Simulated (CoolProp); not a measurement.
A single-stage vapour-compression cycle with C2F6 (R116): evaporating at 230.15 K (dew point), condensing at 283.15 K (bubble point), superheat 8 K, subcooling 5 K, compressor efficiency 0.75, no pressure losses. Each further row changes one setting.

The numbers come from the reference Helmholtz-energy equation of state, Lemmon 2006 in CoolProp. It is a short technical equation, of lower accuracy than the large ones.

```json
[
 {"case": "as stated", "cooling COP": "[?]", "pressure ratio": "4.93", "discharge temperature (K)": "296.3", "refrigerating effect (kJ/kg)": "48.4", "volumetric capacity (kJ/m³)": "1850"},
 {"case": "evaporating temperature 235.15 K", "cooling COP": "[?]", "pressure ratio": "[?]", "discharge temperature (K)": "295.8", "refrigerating effect (kJ/kg)": "50.9", "volumetric capacity (kJ/m³)": "2330"},
 {"case": "condensing temperature 278.15 K", "cooling COP": "[?]", "pressure ratio": "4.34", "discharge temperature (K)": "290.8", "refrigerating effect (kJ/kg)": "[?]", "volumetric capacity (kJ/m³)": "2110"},
 {"case": "subcooling 10 K", "cooling COP": "[?]", "pressure ratio": "4.93", "discharge temperature (K)": "296.3", "refrigerating effect (kJ/kg)": "55.6", "volumetric capacity (kJ/m³)": "[?]"},
 {"case": "superheat 18 K", "cooling COP": "[?]", "pressure ratio": "4.93", "discharge temperature (K)": "305.2", "refrigerating effect (kJ/kg)": "55.8", "volumetric capacity (kJ/m³)": "2010"},
 {"case": "compressor efficiency 0.65", "cooling COP": "1.62", "pressure ratio": "4.93", "discharge temperature (K)": "299.9", "refrigerating effect (kJ/kg)": "48.4", "volumetric capacity (kJ/m³)": "1850"}
]
```

Question: Complete the blanks.

Answer: 
- as stated, cooling COP: 1.87
- evaporating temperature 235.15 K, cooling COP: 2.22
- evaporating temperature 235.15 K, pressure ratio: 4.11
- condensing temperature 278.15 K, cooling COP: 2.30
- condensing temperature 278.15 K, refrigerating effect (kJ/kg): 55.2
- subcooling 10 K, cooling COP: 2.14
- subcooling 10 K, volumetric capacity (kJ/m³): 2130
- superheat 18 K, cooling COP: 1.99
